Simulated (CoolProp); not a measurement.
Properties of methanol at several states (Tc = 513.4 K, pc = 8216 kPa, ω = 0.565).

Values from CoolProp's reference Helmholtz-energy equation of state, de Reuck 1993.

| T (K) | p (kPa) | phase | density (kg/m³) | cp (kJ/(kg K)) | cv (kJ/(kg K)) | viscosity (µPa s) |
|---|---|---|---|---|---|---|
| 374.8 | 442 | liquid | 709.2 | 3.186 | 2.590 | 219 |
| 423.9 | 275 | gas | 2.568 | 1.840 | 1.518 | 13.7 |
| 454.3 | 69.6 | gas | 0.5931 | 1.773 | 1.504 | 14.8 |

Viscosity comes from a separate model (Xiang 2006).
